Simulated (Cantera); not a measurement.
Feed: 1 mol SiC, 0.35 mol O₂, 13 mol H₂, equilibrated at 1 atm.

Method: chemical equilibrium by Gibbs-energy minimisation in Cantera with the NASA 1993 tables (ideal gas, pure condensed phases). Candidate condensed phases: C, C₆H₆, C₇H₈, C₈H₁₈, H₂O, Si, SiC, SiO₂; 123 gas species. Mutual solubility and eutectic melting of coexisting phases are not modelled. The tables hold silica as quartz up to 1696 K and as liquid above; real silica turns to tridymite and cristobalite and melts near 1996 K. Equilibrium is a limit: real reactors are often held back by kinetics, nucleation or transport.

Which condensed phases are stable at each of these points (T (°C)): 1077, 1102, 1127, 1152, 1177, 1202, 1227, 1252, 1277, 1302, 1327, 1352, 1377, 1402?


| T (°C) | condensed phases | Si condensed (%) |
|---|---|---|
| 1077 | C(graphite) + SiC(s) + SiO₂(β-quartz) | 100.0 |
| 1102 | C(graphite) + SiC(s) + SiO₂(β-quartz) | 100.0 |
| 1127 | C(graphite) + SiC(s) + SiO₂(β-quartz) | 100.0 |
| 1152 | C(graphite) + SiC(s) + SiO₂(β-quartz) | 100.0 |
| 1177 | C(graphite) + SiC(s) + SiO₂(β-quartz) | 100.0 |
| 1202 | C(graphite) + SiC(s) + SiO₂(β-quartz) | 100.0 |
| 1227 | SiC(s) + SiO₂(β-quartz) | 99.9 |
| 1252 | SiC(s) + SiO₂(β-quartz) | 99.9 |
| 1277 | SiC(s) + SiO₂(β-quartz) | 99.8 |
| 1302 | SiC(s) + SiO₂(β-quartz) | 99.6 |
| 1327 | SiC(s) + SiO₂(β-quartz) | 99.3 |
| 1352 | SiC(s) + SiO₂(β-quartz) | 98.8 |
| 1377 | SiC(s) + SiO₂(β-quartz) | 98.0 |
| 1402 | SiC(s) + SiO₂(β-quartz) | 96.7 |

From 1077 °C to 1202 °C the condensed part is C(graphite) + SiC(s) + SiO₂(β-quartz). From 1227 °C to 1402 °C the condensed part is SiC(s) + SiO₂(β-quartz).
